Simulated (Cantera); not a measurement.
Charge: 1 mol B2O3, 0.13 mol NH3, 0.61 mol H2, at 1225 °C and 19.0 Pa.

Cantera equilibrium calculation (NASA polynomials, part measured and part estimated; ideal gas, pure solids and liquids). Candidate condensed phases: B, BN, B2O3, B3O3H3, H2O; 39 gas species. The numbers say what is thermodynamically allowed, not how fast it happens.

Base state: H2 0.745, B2O3 0.110, N2 0.0631, HBO2 0.0432, HBO 0.0279, B2O2 0.00780, H 0.00108, BO 0.00105 (mole fractions); condensed: B2O3(l).

**Question.** What changes in the equilibrium state with this change: pressure from 19.0 Pa to 3.80 mbar?

**Answer.** 
| species | before | after |
|---|---|---|
| H2 | 0.745 | 0.902 |
| N2 | 0.0631 | 0.0736 |
| HBO2 | 0.0432 | 0.00866 |
| B2O3 | 0.110 | 0.00550 |
| HBO | 0.0279 | 0.00842 |
| BO | 0.00105 | 6.47e-5 |
| B2O2 | 0.00780 | 0.000588 |
| B2O3(l), mol | 0.842 | 0.987 |

**Question.** What changes in the equilibrium state with this change: temperature from 1225 °C to 1327 °C?

**Answer.** 
```json
[
 {"species": "B2O3", "before": "0.110", "after": "0.444"},
 {"species": "H2", "before": "0.745", "after": "0.364"},
 {"species": "HBO2", "before": "0.0432", "after": "0.0874"},
 {"species": "B2O2", "before": "0.00780", "after": "0.0228"},
 {"species": "N2", "before": "0.0631", "after": "0.0346"},
 {"species": "HBO", "before": "0.0279", "after": "0.0379"},
 {"species": "BO2", "before": "2.19e-6", "after": "2.74e-5"},
 {"species": "BO", "before": "0.00105", "after": "0.00562"},
 {"species": "H", "before": "0.00108", "after": "0.00238"},
 {"species": "H2O", "before": "0.000625", "after": "0.000820"},
 {"species": "B2O3(l), mol", "before": "0.842", "after": "0"}
]
```
